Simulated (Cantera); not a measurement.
A closed system holds: 1 mol CHF3, 0.031 mol HCl, 0.88 mol H2, at 10000 Pa.

These are equilibrium values from Cantera (NASA tables, ideal gas, pure condensed phases), not measurements of a reactor. Candidate condensed phases: C, C6H6, C7H8, C8H18; 118 gas species. Gases not in the tables: C2F6 and larger saturated fluorocarbons. Equilibrium is a limit: real reactors are often held back by kinetics, nucleation or transport.

### Question
At 2123 K, list the 5 most abundant gas species with their mole fractions, and the condensed phases.

### Answer
HF 0.961, CF4 0.0115, CF2 0.00986, Cl 0.00938, F 0.00628. Condensed: C(graphite).
